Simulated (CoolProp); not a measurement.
Vapour-liquid equilibrium of C2F6 (R116) (1) + R22 (2) at 204.9 K; x and y are mole fractions of (1).

Model: multi-fluid Helmholtz-energy mixture model, Lemmon 2006 and Kamei 1995; pair parameters Bell 2016, in CoolProp.

```csv
x,"bubble pressure, mixture model (kPa)","bubble pressure, Raoult's law (kPa)","y, mixture model","y, Raoult's law"
0.05,71.46,30.08,0.688,0.278
0.15,121.6,44.50,0.825,0.563
0.25,139.8,58.91,0.852,0.709
0.35,145.6,73.33,0.861,0.797
0.45,147.4,87.75,0.864,0.857
0.55,148.9,102.2,0.867,0.899
0.65,151.5,116.6,0.874,0.931
0.75,155.4,131.0,0.888,0.956
0.85,160.3,145.4,0.915,0.976
0.95,165.2,159.8,0.963,0.993
```

The largest gap from Raoult's law is +173.3 % in bubble pressure, at x = 0.15. No azeotrope shows between x = 0.05 and 0.95.

Pair parameters are fitted to limited data, so mixtures are less certain than the pure fluids. With so large a gap from Raoult's law the liquid may split in two, which this calculation doesn't test in full.
